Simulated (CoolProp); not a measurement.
Properties of R227EA along the isobar 4.23 MPa.

Values from CoolProp's reference Helmholtz-energy equation of state, Lemmon 2016.

```
T (°C)   phase  cp (kJ/(kg K))  isothermal compressibility (1/MPa)  conductivity (mW/(m K))
------  ------  --------------  ----------------------------------  -----------------------
-60.55  liquid           1.000                            0.001307                     81.8
-55.85  liquid           1.007                            0.001385                     80.9
-51.25  liquid           1.013                            0.001467                     79.9
-46.55  liquid           1.020                            0.001558                     78.9
-41.85  liquid           1.027                            0.001656                     77.9
-37.25  liquid           1.034                            0.001761                     76.8
-32.55  liquid           1.041                            0.001876                     75.8
-27.85  liquid           1.049                            0.002002                     74.7
-23.25  liquid           1.056                            0.002136                     73.7
-18.55  liquid           1.064                            0.002286                     72.6
-13.85  liquid           1.072                            0.002449                     71.4
-9.25   liquid           1.081                            0.002624                     70.4
-4.55   liquid           1.089                            0.002821                     69.2
0.15    liquid           1.099                            0.003039                     68.1
4.85    liquid           1.108                            0.003280                     66.9
9.45    liquid           1.118                            0.003542                     65.8
```

Thermal conductivity comes from a separate model (Huber 2003), an estimate that may be off by 10 % or more.
